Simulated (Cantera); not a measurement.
Charge: 1 mol B2O3, 4.3 mol BCl3, at 1273.15 K and 0.133 bar.

These are equilibrium values from Cantera (NASA tables, ideal gas, pure condensed phases), not measurements of a reactor. Candidate condensed phases: B, B2O3; 18 gas species. The tables' values for BOCl, BCl2 are old estimates; treat these amounts as uncertain. The numbers say what is thermodynamically allowed, not how fast it happens.

Base state: BCl3 0.770, B3O3Cl3 0.229, BOCl 0.000446, BCl2 1.52e-5, Cl 1.47e-5 (mole fractions); condensed: B2O3(l).

Q: What changes in the equilibrium state with this change: 0.18 mol Cl2 added?

A: 
```
species        before    after
------------  -------  -------
BCl3            0.770    0.737
B3O3Cl3         0.229    0.220
Cl2           3.05e-7   0.0375
BCl2          1.52e-5  4.15e-8
Cl            1.47e-5  0.00515
B2O3(l), mol   0.0122   0.0122
```
The tables' values for BOCl are old estimates; treat these amounts as uncertain.
